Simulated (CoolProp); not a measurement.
Vapour-liquid equilibrium of R113 (1) + benzene (2) at 663 kPa; x and y are mole fractions of (1).

Computed with CoolProp (multi-fluid Helmholtz-energy mixture model, Marx 1992 and Thol 2012; pair parameters Bell 2016).

**Question.** Give the bubble temperature and the first vapour's composition at x = 0.125, 0.5, 0.65. Is there an azeotrope?

**Answer.** x = 0.125: 146.2 °C, y = 0.262; x = 0.5: 129.9 °C, y = 0.656; x = 0.65: 125.9 °C, y = 0.762. No azeotrope shows between x = 0.05 and 0.95.

The pair parameters rest on a limited set of measurements; away from them the model extrapolates.
